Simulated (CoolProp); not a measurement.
Vapour-liquid equilibrium of n-octane (1) + m-xylene (2) at 219.25 °C; x and y are mole fractions of (1).

Model: multi-fluid Helmholtz-energy mixture model, Beckmüller 2019 and Zhou 2012; pair parameters Bell 2016, in CoolProp.

```json
[
 {"x": "0.05", "bubble pressure, mixture model (kPa)": "599.1", "bubble pressure, Raoult's law (kPa)": "597.0", "y, mixture model": "0.065", "y, Raoult's law": "0.065"},
 {"x": "0.125", "bubble pressure, mixture model (kPa)": "616.3", "bubble pressure, Raoult's law (kPa)": "611.4", "y, mixture model": "0.158", "y, Raoult's law": "0.159"},
 {"x": "0.2", "bubble pressure, mixture model (kPa)": "632.9", "bubble pressure, Raoult's law (kPa)": "625.8", "y, mixture model": "0.245", "y, Raoult's law": "0.249"},
 {"x": "0.275", "bubble pressure, mixture model (kPa)": "648.8", "bubble pressure, Raoult's law (kPa)": "640.3", "y, mixture model": "0.328", "y, Raoult's law": "0.335"},
 {"x": "0.35", "bubble pressure, mixture model (kPa)": "664.3", "bubble pressure, Raoult's law (kPa)": "654.7", "y, mixture model": "0.407", "y, Raoult's law": "0.417"},
 {"x": "0.425", "bubble pressure, mixture model (kPa)": "679.2", "bubble pressure, Raoult's law (kPa)": "669.2", "y, mixture model": "0.482", "y, Raoult's law": "0.495"},
 {"x": "0.5", "bubble pressure, mixture model (kPa)": "693.7", "bubble pressure, Raoult's law (kPa)": "683.6", "y, mixture model": "0.555", "y, Raoult's law": "0.570"},
 {"x": "0.575", "bubble pressure, mixture model (kPa)": "707.7", "bubble pressure, Raoult's law (kPa)": "698.1", "y, mixture model": "0.626", "y, Raoult's law": "0.642"},
 {"x": "0.65", "bubble pressure, mixture model (kPa)": "721.3", "bubble pressure, Raoult's law (kPa)": "712.5", "y, mixture model": "0.694", "y, Raoult's law": "0.711"},
 {"x": "0.725", "bubble pressure, mixture model (kPa)": "734.5", "bubble pressure, Raoult's law (kPa)": "726.9", "y, mixture model": "0.761", "y, Raoult's law": "0.778"},
 {"x": "0.8", "bubble pressure, mixture model (kPa)": "747.4", "bubble pressure, Raoult's law (kPa)": "741.4", "y, mixture model": "0.827", "y, Raoult's law": "0.842"},
 {"x": "0.875", "bubble pressure, mixture model (kPa)": "759.8", "bubble pressure, Raoult's law (kPa)": "755.8", "y, mixture model": "0.893", "y, Raoult's law": "0.903"},
 {"x": "0.95", "bubble pressure, mixture model (kPa)": "772.0", "bubble pressure, Raoult's law (kPa)": "770.3", "y, mixture model": "0.957", "y, Raoult's law": "0.962"}
]
```

The largest gap from Raoult's law is +1.5 % in bubble pressure, at x = 0.425. No azeotrope shows between x = 0.05 and 0.95.

The pair parameters rest on a limited set of measurements; away from them the model extrapolates.
